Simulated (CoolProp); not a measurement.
Vapour-liquid equilibrium of isohexane (1) + n-hexane (2) at 0.932 MPa; x and y are mole fractions of (1).

Values from CoolProp's multi-fluid Helmholtz-energy mixture model, Lemmon 2006 and Thol 2019; pair parameters Bell 2016.

```json
[
 {"x": "0.05", "bubble temperature, mixture model (°C)": "160.6", "bubble temperature, Raoult's law (°C)": "160.7", "y, mixture model": "0.057", "y, Raoult's law": "0.059"},
 {"x": "0.15", "bubble temperature, mixture model (°C)": "159.6", "bubble temperature, Raoult's law (°C)": "159.7", "y, mixture model": "0.168", "y, Raoult's law": "0.174"},
 {"x": "0.25", "bubble temperature, mixture model (°C)": "158.5", "bubble temperature, Raoult's law (°C)": "158.7", "y, mixture model": "0.277", "y, Raoult's law": "0.284"},
 {"x": "0.35", "bubble temperature, mixture model (°C)": "157.5", "bubble temperature, Raoult's law (°C)": "157.7", "y, mixture model": "0.381", "y, Raoult's law": "0.391"},
 {"x": "0.45", "bubble temperature, mixture model (°C)": "156.5", "bubble temperature, Raoult's law (°C)": "156.7", "y, mixture model": "0.483", "y, Raoult's law": "0.494"},
 {"x": "0.55", "bubble temperature, mixture model (°C)": "155.5", "bubble temperature, Raoult's law (°C)": "155.8", "y, mixture model": "0.582", "y, Raoult's law": "0.593"},
 {"x": "0.65", "bubble temperature, mixture model (°C)": "154.6", "bubble temperature, Raoult's law (°C)": "154.8", "y, mixture model": "0.678", "y, Raoult's law": "0.689"},
 {"x": "0.75", "bubble temperature, mixture model (°C)": "153.7", "bubble temperature, Raoult's law (°C)": "153.9", "y, mixture model": "0.772", "y, Raoult's law": "0.782"},
 {"x": "0.85", "bubble temperature, mixture model (°C)": "152.9", "bubble temperature, Raoult's law (°C)": "153.0", "y, mixture model": "0.864", "y, Raoult's law": "0.871"},
 {"x": "0.95", "bubble temperature, mixture model (°C)": "152.1", "bubble temperature, Raoult's law (°C)": "152.1", "y, mixture model": "0.955", "y, Raoult's law": "0.958"}
]
```

The largest gap from Raoult's law is -0.3 K in bubble temperature, at x = 0.55. No azeotrope shows between x = 0.05 and 0.95.

The pair parameters rest on a limited set of measurements; away from them the model extrapolates.
